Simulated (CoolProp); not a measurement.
Vapour-liquid equilibrium of R125 (1) + R115 (2) at -92.45 °C; x and y are mole fractions of (1).

Model: multi-fluid Helmholtz-energy mixture model, Lemmon 2005 and Lemmon 2016; pair parameters Bell 2016, in CoolProp.

Give the bubble pressure and the first vapour's composition at x = 0.2, 0.5, 0.65. Is there an azeotrope?

x = 0.2: 0.005710 MPa, y = 0.413; x = 0.5: 0.006550 MPa, y = 0.602; x = 0.65: 0.006666 MPa, y = 0.670. y crosses x between x = 0.65 and 0.8: the model has an azeotrope there.

Pair parameters are fitted to limited data, so mixtures are less certain than the pure fluids.
